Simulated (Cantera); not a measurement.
Feed: 1 mol Si(CH3)4, 0.25 mol C2H2, 2000 mol H2, equilibrated at 2425 K and 2.63 Torr.

Cantera equilibrium calculation (NASA polynomials, part measured and part estimated; ideal gas, pure solids and liquids). Candidate condensed phases: C, C6H6, C7H8, C8H18, Si, SiC; 87 gas species. Rates play no part.

Base state: H2 0.739, H 0.260, C2H2 (acetylene) 0.000931, Si 0.000413, C2H 2.00e-5, SiC2 1.38e-5 (mole fractions); condensed: gas only.

Problem. What changes in the equilibrium state with this change: H2 from 2000 to 12 mol?

Solution. 
| species | before | after |
|---|---|---|
| H2 | 0.739 | 0.697 |
| H | 0.260 | 0.253 |
| Si | 0.000413 | 0.0355 |
| Si2C | 5.28e-8 | 0.000972 |
| Si2 | 5.34e-9 | 3.94e-5 |
| SiC2 | 1.38e-5 | 0.00737 |
| SiC | 5.13e-8 | 1.10e-5 |
| C(graphite), mol | 0 | 3.90 |
Gases not in the tables: Si2H6 and higher silanes.

Problem. What changes in the equilibrium state with this change: temperature from 2425 K to 2048 K?

Solution. 
```json
[
 {"species": "H2", "before": "0.739", "after": "0.961"},
 {"species": "H", "before": "0.260", "after": "0.0371"},
 {"species": "C2H2 (acetylene)", "before": "0.000931", "after": "0.00101"},
 {"species": "Si", "before": "0.000413", "after": "0.000439"},
 {"species": "C2H", "before": "2.00e-5", "after": "8.54e-7"},
 {"species": "SiH", "before": "6.24e-6", "after": "1.55e-5"},
 {"species": "SiC2", "before": "1.38e-5", "after": "2.26e-5"},
 {"species": "C(graphite), mol", "before": "0", "after": "0.263"}
]
```
